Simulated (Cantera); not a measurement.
A closed system holds: 1 mol B2H6, 1.5 mol H2O, 0.15 mol N2, equilibrated at 1500 K and 0.0133 bar.

Cantera equilibrium calculation (NASA polynomials, part measured and part estimated; ideal gas, pure solids and liquids). Candidate condensed phases: B, BN, B2O3, B3O3H3, H2O; 39 gas species. The feed counts by its element totals alone. Mutual solubility and eutectic melting of coexisting phases are not modelled. Rates play no part.

Q: What is the equilibrium state?

A: 
| Property | Value |
|---|---|
| x(H2) | 0.959 |
| x(HBO) | 0.0303 |
| x(B2O2) | 0.00715 |
| x(B2O3) | 0.00163 |
| x(HBO2) | 0.000761 |
| x(B3O3H3) | 0.000747 |
| x(H) | 0.000149 |
| x(BO) | 0.000123 |
| x(H2O) | 1.31e-5 |
| n(B(s)) | 0.629 mol |
| n(BN(s)) | 0.300 mol |
| n(B2O3(l)) | 0.418 mol |
| gas amount | 4.611 mol |
| log10 activity of B3O3H3(s) (absent) | -8.96 |
